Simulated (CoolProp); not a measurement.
Vapour pressure (bar) of R134a: the reference equation beside estimates from Tc = 374.2 K, pc = 40.59 bar, ω = 0.327. Clausius-Clapeyron is anchored at 235.9 K with a constant enthalpy of vaporisation of 22.87 kJ/mol.

Computed with CoolProp (reference Helmholtz-energy equation of state, Tillner-Roth 1994).

| T (K) | reference | Clausius-Clapeyron | van der Waals | Redlich-Kwong | Soave-Redlich-Kwong |
|---|---|---|---|---|---|
| 235.9 | 0.5904 | 0.5904 | 4.663 | 1.371 | 0.5836 |
| 238.6 | 0.6764 | 0.6737 | 4.965 | 1.531 | 0.6695 |
| 241.3 | 0.7722 | 0.7665 | 5.280 | 1.704 | 0.7651 |
| 244 | 0.8784 | 0.8695 | 5.608 | 1.892 | 0.8714 |
| 246.6 | 0.9914 | 0.9792 | 5.937 | 2.087 | 0.9845 |
| 249.3 | 1.121 | 1.105 | 6.291 | 2.304 | 1.114 |
| 252 | 1.263 | 1.244 | 6.659 | 2.538 | 1.257 |
| 254.7 | 1.419 | 1.396 | 7.041 | 2.788 | 1.414 |
| 257.4 | 1.589 | 1.564 | 7.437 | 3.056 | 1.585 |
| 260.1 | 1.776 | 1.747 | 7.848 | 3.343 | 1.773 |
| 262.8 | 1.978 | 1.948 | 8.273 | 3.648 | 1.978 |
| 265.5 | 2.199 | 2.166 | 8.713 | 3.973 | 2.200 |
| 268.2 | 2.438 | 2.404 | 9.168 | 4.318 | 2.442 |
| 270.9 | 2.697 | 2.663 | 9.638 | 4.684 | 2.703 |
| 273.5 | 2.965 | 2.933 | 10.10 | 5.057 | 2.975 |

Absolute difference from the reference over all 15 rows, mean and median: Clausius-Clapeyron 1.2 and 1.4 %, van der Waals 421.9 and 396.2 %, Redlich-Kwong 98.3 and 96.5 %, Soave-Redlich-Kwong 0.5 and 0.4 %.
